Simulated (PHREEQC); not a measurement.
1 kg of water holding 0.047 mol/kgw NaCl, 0.013 mol/kgw KCl, 0.0086 mol/kgw CaCl2 and 0.16 mol/kgw MgCl2 is evaporated at 90 °C; the solids stay in contact with the brine. CO2 from the air is kept out. Solids allowed: Bischofite, Brucite, Carnallite, Halite, Portlandite, Sylvite, MgCl2_4H2O. Others were left out.

Base run: PHREEQC, Pitzer model, pitzer.dat. Each further column changes one thing. The table gives water activity.

```tsv
H2O removed (mol)	base	temperature from 90 to 50 °C	temperature from 90 to 5 °C
0	0.990	0.990	0.990
18.01	0.986	0.985	0.985
24.69	0.982	0.982	0.982
30.18	0.978	0.978	0.977
38.4	0.967	0.966	0.964
43.95	0.948	0.945	0.943
46.01	0.934	0.930	0.927
47.7	0.915	0.910	0.905
50.23	0.857	0.847	0.836
51.94	0.753	0.733	0.712
52.58	0.676	0.649	0.619
53.1	0.582	0.562	0.537
53.88	0.397	0.374	0.331
```

Constants without temperature data keep their 25 °C values here.
